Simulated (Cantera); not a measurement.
Cantera run:

```python
import numpy as np
import cantera as ct

gas_names = [...]  # 136 gases of nasa_gas.yaml made of C, H, N, O
cond_names = """
    C(gr) C6H6(L) C7H8(L) C8H18(L),n-octa H2O(s) H2O(L)
""".split()


# ... load() reads the species with a 1 bar reference pressure and builds the phases ...
atoms = {
    'CH3OH': {'C': 1, 'H': 4, 'O': 1},
    'NH3': {'N': 1, 'H': 3},
    'H2O': {'H': 2, 'O': 1},
}
top_T = {'C(gr)': 4500}  # K; cautious upper limits of use, not melting points


# ... equilibrate(T, P, feed) seeds the gas with the atoms and calls Mixture.equilibrate('TP', solver="vcs", rtol=1e-11, max_steps=5000) ...
results = []
feed = {'CH3OH': 1, 'NH3': 1.1, 'H2O': 0.3}  # mol
P = 440  # Pa
for T in [700, 850, 1000, 1150, 1300, 1450, 1600, 1750, 1900, 2050, 2200, 2350, 2500]:
    mix = equilibrate(T, P, feed)
    results.append((T, P, feed, dict(zip(mix.species_names, mix.species_moles))))
    x = sorted(zip(gas.X, gas.species_names), reverse=True)
    print(f"T = {T:g} K  P = {P:g} Pa  gas = {mix.phase_moles(0):.4g} mol")
    print("   x: " + "  ".join(f"{s} {v:.3e}" for v, s in x if v > 0.0001))
    print("   condensed (mol): " + ("  ".join(f"{mix.phase(i).name} {mix.phase_moles(i):.4g}"
          for i in range(1, mix.n_phases) if mix.phase_moles(i) > 1e-12) or "none"))
```

Result:

```
T = 700 K  P = 440 Pa  gas = 5.023 mol
   x: H2 6.767e-01  N2 1.095e-01  H2O 7.543e-02  CO2 6.210e-02  CO 5.917e-02  CH4 1.714e-02
   condensed (mol): C(gr) 0.3048
T = 850 K  P = 440 Pa  gas = 5.498 mol
   x: H2 6.861e-01  CO 1.591e-01  N2 1.000e-01  H2O 3.202e-02  CO2 2.267e-02  CH4 1.363e-04
   condensed (mol): none
T = 1000 K  P = 440 Pa  gas = 5.5 mol
   x: H2 6.779e-01  CO 1.675e-01  N2 1.000e-01  H2O 4.026e-02  CO2 1.428e-02
   condensed (mol): none
T = 1150 K  P = 440 Pa  gas = 5.5 mol
   x: H2 6.733e-01  CO 1.722e-01  N2 1.000e-01  H2O 4.489e-02  CO2 9.656e-03
   condensed (mol): none
T = 1300 K  P = 440 Pa  gas = 5.5 mol
   x: H2 6.707e-01  CO 1.748e-01  N2 1.000e-01  H2O 4.752e-02  CO2 7.026e-03
   condensed (mol): none
T = 1450 K  P = 440 Pa  gas = 5.5 mol
   x: H2 6.690e-01  CO 1.764e-01  N2 9.999e-02  H2O 4.910e-02  CO2 5.442e-03  H 1.166e-04
   condensed (mol): none
T = 1600 K  P = 440 Pa  gas = 5.502 mol
   x: H2 6.675e-01  CO 1.773e-01  N2 9.997e-02  H2O 5.010e-02  CO2 4.428e-03  H 6.697e-04
   condensed (mol): none
T = 1750 K  P = 440 Pa  gas = 5.508 mol
   x: H2 6.650e-01  CO 1.778e-01  N2 9.986e-02  H2O 5.071e-02  CO2 3.745e-03  H 2.859e-03
   condensed (mol): none
T = 1900 K  P = 440 Pa  gas = 5.527 mol
   x: H2 6.588e-01  CO 1.777e-01  N2 9.951e-02  H2O 5.095e-02  H 9.710e-03  CO2 3.264e-03
   condensed (mol): none
T = 2050 K  P = 440 Pa  gas = 5.577 mol
   x: H2 6.438e-01  CO 1.764e-01  N2 9.861e-02  H2O 5.063e-02  H 2.744e-02  CO2 2.912e-03  OH 2.359e-04
   condensed (mol): none
T = 2200 K  P = 440 Pa  gas = 5.691 mol
   x: H2 6.112e-01  CO 1.731e-01  N2 9.663e-02  H 6.638e-02  H2O 4.925e-02  CO2 2.640e-03  OH 7.464e-04
   condensed (mol): none
T = 2350 K  P = 440 Pa  gas = 5.921 mol
   x: H2 5.505e-01  CO 1.665e-01  H 1.395e-01  N2 9.286e-02  H2O 4.584e-02  CO2 2.407e-03  OH 2.003e-03  O 3.430e-04
   condensed (mol): none
T = 2500 K  P = 440 Pa  gas = 6.335 mol
   x: H2 4.547e-01  H 2.556e-01  CO 1.557e-01  N2 8.675e-02  H2O 3.878e-02  OH 4.517e-03  CO2 2.142e-03  O 1.671e-03  NO 1.273e-04
   condensed (mol): none
```

Cantera equilibrium calculation (NASA polynomials, part measured and part estimated; ideal gas, pure solids and liquids).
